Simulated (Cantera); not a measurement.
Cantera run:

```python
import numpy as np
import cantera as ct

gas_names = """
    C CO CO2 C2 C2O C3 C3O2 C4 C5 Cu CuO Cu2 O O2 O3
""".split()
cond_names = """
    C(gr) Cu(cr) Cu(L) CuO(s) Cu2O(s) Cu2O(L)
""".split()


# ... load() reads the species with a 1 bar reference pressure and builds the phases ...
atoms = {
    'Cu2O': {'Cu': 2, 'O': 1},
    'CO': {'C': 1, 'O': 1},
}
top_T = {'C(gr)': 4500, 'CuO(s)': 1390}  # K; cautious upper limits of use, not melting points


# ... equilibrate(T, P, feed) seeds the gas with the atoms and calls Mixture.equilibrate('TP', solver="vcs", rtol=1e-11, max_steps=5000) ...
results = []
feed = {'Cu2O': 1, 'CO': 1.9}  # mol
T = 1425  # K
P = 1000  # Pa
mix = equilibrate(T, P, feed)
results.append((T, P, feed, dict(zip(mix.species_names, mix.species_moles))))
x = sorted(zip(gas.X, gas.species_names), reverse=True)
print(f"T = {T:g} K  P = {P:g} Pa  gas = {mix.phase_moles(0):.4g} mol")
print("   x: " + "  ".join(f"{s} {v:.3e}" for v, s in x if v > 0.001))
print("   condensed (mol): " + ("  ".join(f"{mix.phase(i).name} {mix.phase_moles(i):.4g}"
      for i in range(1, mix.n_phases) if mix.phase_moles(i) > 1e-12) or "none"))
```

Output:

```
T = 1425 K  P = 1000 Pa  gas = 1.9 mol
   x: CO2 5.262e-01  CO 4.736e-01
   condensed (mol): Cu(L) 2
```

Method: chemical equilibrium by Gibbs-energy minimisation in Cantera with the NASA 1993 tables (ideal gas, pure condensed phases).
